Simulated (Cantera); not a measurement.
Gas mixture: 14.0 % C2H4, 22.4 % CH3OH, 34.6 % CH4, 29.0 % CO, at 1.00 bar, frozen composition.

Cantera's kinetic-theory transport with the Lennard-Jones parameters of GRI-Mech 3.0, ideal gas; thermal conductivity in the multicomponent form. Polar gases are described roughly by these parameters. The composition is frozen, though it would react at the higher temperatures.

D: mixture-averaged diffusion coefficient of that species in the mixture.

| T (K) | ρ (kg/m³) | cp (J/kg/K) | μ (µPa s) | λ (mW/m/K) | Pr | D (cm²/s) O | D (cm²/s) H | D (cm²/s) NO |
|---|---|---|---|---|---|---|---|---|
| 400 | 0.745 | 1672 | 15.9 | 37.2 | 0.713 | 0.497 | 1.80 | 0.318 |
| 550 | 0.542 | 1996 | 20.7 | 57.4 | 0.719 | 0.866 | 3.18 | 0.557 |
| 700 | 0.426 | 2295 | 25.0 | 79.4 | 0.723 | 1.31 | 4.85 | 0.844 |
| 850 | 0.351 | 2538 | … | … | 0.724 | … | … | … |
| 1000 | 0.298 | 2758 | 32.6 | 124 | 0.725 | 2.39 | 8.93 | 1.55 |
| 1150 | 0.259 | 2936 | 36.0 | 146 | 0.726 | 3.02 | 11.3 | 1.96 |
| 1300 | 0.229 | 3086 | 39.2 | … | 0.726 | … | … | … |
| 1450 | 0.206 | 3212 | 42.3 | 187 | 0.726 | 4.45 | 16.7 | 2.88 |

**Question.** Some entries are withheld; supply them.

**Answer.** 
- 850, μ (µPa s): 28.9
- 850, λ (mW/m/K): 101
- 850, D (cm²/s) O: 1.82
- 850, D (cm²/s) H: 6.77
- 850, D (cm²/s) NO: 1.17
- 1300, λ (mW/m/K): 167
- 1300, D (cm²/s) O: 3.71
- 1300, D (cm²/s) H: 13.9
- 1300, D (cm²/s) NO: 2.40
